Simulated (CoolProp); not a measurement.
The fluid at 298.15 K and 3.1 MPa flows at 13 m/s in a round tube of 12.7 mm bore and 15 µm roughness, fully developed (64/Re and Nu = 3.66 if laminar; Colebrook and Gnielinski if turbulent). The same conditions are run with several fluids, on thermodynamics alone (safety and materials aside).

The numbers come from the reference Helmholtz-energy equation of state of each fluid (R227EA: Lemmon 2016; R407C: Lemmon 2003; R134a: Tillner-Roth 1994; R152A: Outcalt 1996; n-nonane: Lemmon 2006) in CoolProp. Blends and air are pseudo-pure fits.

**Question.** Rank R227EA, R407C, R134a, R152A, n-nonane by Reynolds number, highest first.

**Answer.** R407C (1200000), R134a (990000), R227EA (910000), R152A (891000), n-nonane (175000)

```tsv
fluid	Darcy friction factor	pressure drop (Pa/m)	heat-transfer coefficient (W/(m² K))	mass flow (kg/h)
R227EA	0.0208	194000	25000	8350
R407C	0.0207	158000	35700	6830
R134a	0.0207	168000	31500	7240
R152A	0.0208	125000	32500	5390
n-nonane	0.0219	104000	14900	4250
```

Transport values come from each fluid's own correlations; those of R227EA, R134a, R152A are estimates that may be off by 10 % or more.
